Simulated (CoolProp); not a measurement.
Vapour-liquid equilibrium of dimethyl ether (1) + n-hexane (2) at 84.75 °C; x and y are mole fractions of (1).

Values from CoolProp's multi-fluid Helmholtz-energy mixture model, Wu 2011 and Thol 2019; pair parameters Bell 2016.

Question: Give the bubble pressure and the first vapour's composition at x = 0.15, 0.25, 0.35. Is there an azeotrope?

Answer: x = 0.15: 0.5177 MPa, y = 0.697; x = 0.25: 0.7485 MPa, y = 0.799; x = 0.35: 0.9693 MPa, y = 0.853. No azeotrope shows between x = 0.05 and 0.95.

Pair parameters are fitted to limited data, so mixtures are less certain than the pure fluids. The gap from Raoult's law changes sign with composition, which may be real or a fault of the pair parameters; it wasn't checked against measurements.
